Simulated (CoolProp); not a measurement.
Vapour-liquid equilibrium of n-hexane (1) + o-xylene (2) at 102.75 °C; x and y are mole fractions of (1).

Model: multi-fluid Helmholtz-energy mixture model, Thol 2019 and Zhou 2012; pair parameters Bell 2016, in CoolProp.

| x | bubble pressure, mixture model (bar) | bubble pressure, Raoult's law (bar) | y, mixture model | y, Raoult's law |
|---|---|---|---|---|
| 0.05 | ? | 0.4086 | 0.352 | 0.323 |
| 0.2 | ? | 0.7613 | ? | 0.694 |
| 0.35 | ? | 1.114 | ? | 0.830 |
| 0.5 | 1.527 | 1.467 | 0.891 | 0.901 |
| 0.65 | 1.853 | 1.819 | 0.932 | 0.944 |
| 0.8 | ? | 2.172 | ? | 0.973 |
| 0.95 | 2.521 | 2.524 | ? | 0.994 |

Task: What belongs in the gaps?

Result: 
- 0.05, bubble pressure, mixture model (bar): 0.4309
- 0.2, bubble pressure, mixture model (bar): 0.8257
- 0.2, y, mixture model: 0.706
- 0.35, bubble pressure, mixture model (bar): 1.188
- 0.35, y, mixture model: 0.827
- 0.8, bubble pressure, mixture model (bar): 2.179
- 0.8, y, mixture model: 0.964
- 0.95, y, mixture model: 0.991

The largest gap from Raoult's law is +8.5 % in bubble pressure, at x = 0.2. No azeotrope shows between x = 0.05 and 0.95.

Pair parameters are fitted to limited data, so mixtures are less certain than the pure fluids.
